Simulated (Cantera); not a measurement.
Source: NASA polynomial tables (part measured, part estimated), evaluated in Cantera. Values are per mole of reaction as written; species without (g) are pure solids or liquids, kept so even where they would boil at 1 bar.

2 BaF2 + O2(g) ⇌ 2 BaO + 4 F(g)

| T (K) | ΔH° (kJ) | ΔS° (J/K) | ΔG° (kJ) | log10 K |
|---|---|---|---|---|
| 350 | (withheld) | (withheld) | (withheld) | (withheld) |
| 550 | 1640.0 | 385.6 | 1427.9 | -135.61 |
| 750 | (withheld) | (withheld) | (withheld) | (withheld) |
| 950 | 1637.0 | 382.0 | 1274.1 | -70.05 |
| 1150 | (withheld) | (withheld) | (withheld) | (withheld) |
| 1350 | (withheld) | (withheld) | (withheld) | (withheld) |

Fill in the missing entries.


- 350, ΔH° (kJ): 1638.9
- 350, ΔS° (J/K): 383.1
- 350, ΔG° (kJ): 1504.8
- 350, log10 K: -224.58
- 750, ΔH° (kJ): 1639.5
- 750, ΔS° (J/K): 384.9
- 750, ΔG° (kJ): 1350.8
- 750, log10 K: -94.08
- 1150, ΔH° (kJ): 1628.8
- 1150, ΔS° (J/K): 374.3
- 1150, ΔG° (kJ): 1198.3
- 1150, log10 K: -54.43
- 1350, ΔH° (kJ): 1610.7
- 1350, ΔS° (J/K): 359.9
- 1350, ΔG° (kJ): 1124.8
- 1350, log10 K: -43.52
